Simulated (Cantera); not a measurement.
A closed system holds: 1 mol SiH2Cl2, 0.0074 mol Cl2, 51 mol H2, equilibrated at 1375 K and 0.00280 bar.

These are equilibrium values from Cantera (NASA tables, ideal gas, pure condensed phases), not measurements of a reactor. Candidate condensed phases: Si; 19 gas species. The tables' values for SiCl3 are old estimates; treat these amounts as uncertain. The numbers say what is thermodynamically allowed, not how fast it happens.

Base state: H2 0.965, HCl 0.0318, SiCl2 0.00303, H 6.36e-5, SiCl3 3.12e-5 (mole fractions); condensed: Si(s).

Problem. What changes in the equilibrium state with this change: temperature from 1375 K to 1098.15 K?

Solution. 
```
species      before     after
----------  -------  --------
H2            0.965     0.967
HCl          0.0318    0.0303
SiCl2       0.00303   0.00192
SiCl4       1.48e-6  0.000570
H           6.36e-5   4.61e-7
Si(s), mol    0.838     0.838
```
